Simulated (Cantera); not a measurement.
A perfectly stirred reactor is fed with H2 : O2 = 0.33 : 1 (molar parts), equivalence ratio 0.17, at 220 Pa; it is held at 1425 K, and followed from long to short residence time.

Model: the H2/O2 subset of GRI-Mech 3.0, which has no nitrogen chemistry, integrated in Cantera. Radical loss at walls, strong at low pressure, is not modelled. The temperature is held fixed by assumption; the heat of reaction is taken as removed at once.

```csv
quantity,before,after
x(H2) at τ = 0.390 s,0.0115,0.00199
x(O2) at τ = 0.390 s,0.638,0.704
x(H) at τ = 0.390 s,0.0454,0.00251
x(OH) at τ = 0.390 s,0.0192,0.00815
x(O) at τ = 0.390 s,0.0693,0.00997
x(H2) at τ = 42.0 ms,0.0161,0.00728
x(O2) at τ = 42.0 ms,0.606,0.673
x(H) at τ = 42.0 ms,0.0744,0.0189
x(OH) at τ = 42.0 ms,0.0215,0.0153
x(O) at τ = 42.0 ms,0.0958,0.0381
```

What was changed between the two runs?
(A) pressure from 220 Pa to 1330 Pa
(B) temperature 1425 to 975 K
(C) temperature 1425 to 1298 K
(D) temperature 1425 to 1073 K

A, pressure from 220 Pa to 1330 Pa
